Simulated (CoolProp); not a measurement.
A Linde-Hampson liquefier for dry air: isothermal reversible compression at 290 K from 1 atm to 25 MPa, throttling to 1 atm, return gas leaving the recuperator 5 K below the feed. Each further row changes one setting.

Model: reference Helmholtz-energy equation of state, Lemmon 2000, in CoolProp. It is a pseudo-pure fit of the blend.

```tsv
case	liquid yield per pass	compression work (kJ/kg of gas)
as stated	?	457
high pressure 50 MPa	?	?
warm-end temperature 320 K	?	508
warm-end gap 10 K	0.079	457
```

Task: What belongs in the gaps?

Result: 
- as stated, liquid yield per pass: 0.090
- high pressure 50 MPa, liquid yield per pass: 0.104
- high pressure 50 MPa, compression work (kJ/kg of gas): 524
- warm-end temperature 320 K, liquid yield per pass: 0.064
